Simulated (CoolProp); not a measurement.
A simple Rankine cycle with water: condensing at 330.15 K, boiler at 11.9 MPa, turbine inlet 602.4 K, turbine efficiency 0.65, pump efficiency 0.8, no recuperator. Each further row changes one setting.

Model: reference Helmholtz-energy equation of state, Wagner 2002, in CoolProp.

```
case                             thermal efficiency (%)  net work (kJ/kg)  heat in (kJ/kg)  turbine exit temperature (K)  volume ratio over the turbine
-------------------------------  ----------------------  ----------------  ---------------  ----------------------------  -----------------------------
as stated                                             ?                 ?             2480                         330.1                            462
turbine inlet 622.4 K                              23.7               615             2590                         330.1                            421
condensing temperature 322.15 K                    24.1                 ?                ?                         322.2                            664
boiler pressure 8.33 MPa                           22.9               609             2650                         330.1                              ?
turbine efficiency 0.55                            19.7               488             2480                         330.1                              ?
```

Task: Complete the blanks.

Result: 
- as stated, thermal efficiency (%): 23.4
- as stated, net work (kJ/kg): 579
- condensing temperature 322.15 K, net work (kJ/kg): 604
- condensing temperature 322.15 K, heat in (kJ/kg): 2510
- boiler pressure 8.33 MPa, volume ratio over the turbine: 286
- turbine efficiency 0.55, volume ratio over the turbine: 485

The expansion ends wet for: as stated; turbine inlet 622.4 K; condensing temperature 322.15 K; boiler pressure 8.33 MPa; turbine efficiency 0.55.
